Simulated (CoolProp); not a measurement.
Vapour-liquid equilibrium of n-octane (1) + p-xylene (2) at 0.00182 MPa; x and y are mole fractions of (1).

Computed with CoolProp (multi-fluid Helmholtz-energy mixture model, Beckmüller 2019 and Zhou 2012; pair parameters Bell 2016).

| x | bubble temperature (°C) | y at the bubble point | dew temperature at overall composition x (°C) | liquid density (mol/L) |
|---|---|---|---|---|
| 0.05 | 31.7 | 0.105 | 32.3 | 7.890 |
| 0.15 | 30.0 | 0.264 | 31.2 | … |
| 0.25 | 28.7 | 0.384 | 30.1 | 7.451 |
| 0.35 | 27.7 | … | … | 7.245 |
| 0.45 | 27.0 | 0.567 | 28.0 | 7.049 |
| 0.55 | 26.3 | 0.646 | … | 6.861 |
| 0.65 | 25.8 | 0.722 | 26.3 | 6.683 |
| 0.75 | 25.3 | … | … | 6.512 |
| 0.85 | 24.9 | … | 25.1 | 6.349 |
| 0.95 | 24.6 | … | 24.7 | 6.194 |

Q: Some entries are withheld; supply them.

A: 
- 0.15, liquid density (mol/L): 7.666
- 0.35, y at the bubble point: 0.482
- 0.35, dew temperature at overall composition x (°C): 29.1
- 0.55, dew temperature at overall composition x (°C): 27.1
- 0.75, y at the bubble point: 0.799
- 0.75, dew temperature at overall composition x (°C): 25.6
- 0.85, y at the bubble point: 0.877
- 0.95, y at the bubble point: 0.958

No azeotrope shows between x = 0.05 and 0.95.

The pair parameters rest on a limited set of measurements; away from them the model extrapolates.
